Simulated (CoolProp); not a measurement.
Vapour-liquid equilibrium of propylene (1) + acetone (2) at 338 kPa; x and y are mole fractions of (1).

Model: multi-fluid Helmholtz-energy mixture model, Lemmon 2013 and Lemmon 2006; pair parameters Bell 2016, in CoolProp.

```csv
x,bubble temperature (K),y at the bubble point,dew temperature at overall composition x (K),liquid density (mol/L)
0.05,336.4,0.618,367.4,12.70
0.2,283.8,0.956,360.9,13.65
0.35,269.3,0.981,353.5,13.83
0.5,264.6,0.986,344.8,13.81
0.65,262.6,0.988,333.7,13.72
0.8,260.6,0.991,318.0,13.61
0.95,257.5,0.997,286.1,13.56
```

No azeotrope shows between x = 0.05 and 0.95.

Pair parameters are fitted to limited data, so mixtures are less certain than the pure fluids. With so large a gap from Raoult's law the liquid may split in two, which this calculation doesn't test in full.
